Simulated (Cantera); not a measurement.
A Cantera script and its output.

```python
import numpy as np
import cantera as ct

gas = ct.Solution("gri30.yaml")
gas.TPX = 1650, 65000, {'CH4': 1, 'O2': 1.18, 'N2': 4.42}
reactor = ct.IdealGasReactor(gas, energy="on", clone=False)
net = ct.ReactorNet([reactor])
net.rtol, net.atol = 1e-08, 1e-16
show = ['CH4', 'O2', 'CH3', 'H2', 'C2H2', 'HCO', 'H2O']
times = np.geomspace(3e-06, 0.3, 16)

steps = ct.SolutionArray(gas, extra=["t"])
rows = []
print(f"{'t/s':>10s}{'T/K':>9s}{'P/Pa':>11s}" + "".join(f"{s:>11s}" for s in show))
for t in times:
    while net.time < t:
        t_next = net.step()
        steps.append(gas.state, t=t_next)
    rows.append([np.interp(t, steps.t, y) for y in (steps.T, steps.P, *steps(*show).X.T)])
    print(f"{t:10.3e}{rows[-1][0]:9.1f}{rows[-1][1]:11.4g}" + "".join(f"{x:11.3e}" for x in rows[-1][2:]))
rate = np.gradient(steps.T, steps.t)
print("integrator steps:", len(steps.t))
if steps.T.max() > steps.T[0] + 200:
    print(f"time of steepest temperature rise: {steps.t[rate.argmax()]:.4e} s")
gas.TPX = 1650, 65000, {'CH4': 1, 'O2': 1.18, 'N2': 4.42}
gas.equilibrate("UV")
print(f"equilibrium (UV): T = {gas.T:.1f} K  " + "  ".join(f"{s} {gas[s].X[0]:.3e}" for s in show))
```

Output:

```
       t/s      T/K       P/Pa        CH4         O2        CH3         H2       C2H2        HCO        H2O
 3.000e-06   1650.0    6.5e+04  1.515e-01  1.788e-01  4.671e-06  1.102e-06  1.211e-15  1.471e-12  6.204e-07
 6.463e-06   1649.9    6.5e+04  1.515e-01  1.788e-01  1.072e-05  2.543e-06  4.775e-14  8.256e-12  1.760e-06
 1.392e-05   1649.9    6.5e+04  1.515e-01  1.788e-01  2.486e-05  5.843e-06  1.549e-12  4.816e-11  5.283e-06
 3.000e-05   1649.8  6.499e+04  1.514e-01  1.788e-01  6.050e-05  1.410e-05  4.689e-11  3.275e-10  1.846e-05
 6.463e-05   1649.6  6.499e+04  1.513e-01  1.787e-01  1.591e-04  3.984e-05  1.530e-09  2.914e-09  7.720e-05
 1.392e-04   1650.0  6.501e+04  1.507e-01  1.784e-01  4.454e-04  1.650e-04  6.251e-08  3.549e-08  3.901e-04
 3.000e-04   1662.9  6.559e+04  1.460e-01  1.758e-01  1.360e-03  1.615e-03  4.442e-06  7.608e-07  3.222e-03
 6.463e-04   2898.7  1.318e+05  1.242e-12  1.313e-03  6.114e-12  1.019e-01  5.963e-15  3.916e-07  1.387e-01
 1.392e-03   2886.8  1.313e+05  1.196e-12  1.261e-03  5.855e-12  1.027e-01  5.596e-15  3.883e-07  1.378e-01
 3.000e-03   2885.5  1.313e+05  1.207e-12  1.243e-03  5.886e-12  1.030e-01  5.636e-15  3.877e-07  1.377e-01
 6.463e-03   2885.5  1.313e+05  1.208e-12  1.243e-03  5.886e-12  1.030e-01  5.637e-15  3.877e-07  1.377e-01
 1.392e-02   2885.5  1.313e+05  1.208e-12  1.243e-03  5.886e-12  1.030e-01  5.637e-15  3.877e-07  1.377e-01
 3.000e-02   2885.5  1.313e+05  1.208e-12  1.243e-03  5.886e-12  1.030e-01  5.637e-15  3.877e-07  1.377e-01
 6.463e-02   2885.5  1.313e+05  1.208e-12  1.243e-03  5.886e-12  1.030e-01  5.637e-15  3.877e-07  1.377e-01
 1.392e-01   2885.5  1.313e+05  1.208e-12  1.243e-03  5.886e-12  1.030e-01  5.637e-15  3.877e-07  1.377e-01
 3.000e-01   2885.5  1.313e+05  1.208e-12  1.243e-03  5.886e-12  1.030e-01  5.637e-15  3.877e-07  1.377e-01
integrator steps: 1773
time of steepest temperature rise: 4.8135e-04 s
equilibrium (UV): T = 2885.5 K  CH4 1.412e-12  O2 1.243e-03  CH3 6.881e-12  H2 1.030e-01  C2H2 5.998e-15  HCO 3.877e-07  H2O 1.377e-01
```

Detailed kinetics in Cantera: GRI-Mech 3.0 (53 species, 325 reactions).
